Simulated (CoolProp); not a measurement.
Vapour-liquid equilibrium of R22 (1) + n-hexane (2) at 6.31 kPa; x and y are mole fractions of (1).

Computed with CoolProp (multi-fluid Helmholtz-energy mixture model, Kamei 1995 and Thol 2019; pair parameters Bell 2016).

| x | bubble temperature (K) | y at the bubble point | dew temperature at overall composition x (K) | liquid density (mol/L) |
|---|---|---|---|---|
| 0.05 | 221.0 | 0.975 | 273.0 | 8.611 |
| 0.125 | 204.7 | 0.995 | 271.5 | 9.161 |
| 0.2 | 198.1 | 0.998 | 269.9 | 9.649 |
| 0.275 | 194.6 | 0.999 | 268.1 | 10.14 |
| 0.35 | 192.5 | 0.999 | 266.2 | 10.66 |
| 0.425 | 191.2 | 0.999 | 264.0 | 11.21 |
| 0.5 | 190.4 | 0.999 | 261.7 | 11.81 |
| 0.575 | 189.9 | 0.999 | 259.0 | 12.45 |
| 0.65 | 189.4 | 0.999 | 255.9 | 13.16 |
| 0.725 | 189.0 | 1.000 | 252.1 | 13.95 |
| 0.8 | 188.5 | 1.000 | 247.3 | 14.83 |
| 0.875 | 187.9 | 1.000 | 240.7 | 15.81 |
| 0.95 | 187.1 | 1.000 | 228.9 | 16.93 |

No azeotrope shows between x = 0.05 and 0.95.

The pair parameters rest on a limited set of measurements; away from them the model extrapolates. With so large a gap from Raoult's law the liquid may split in two, which this calculation doesn't test in full.
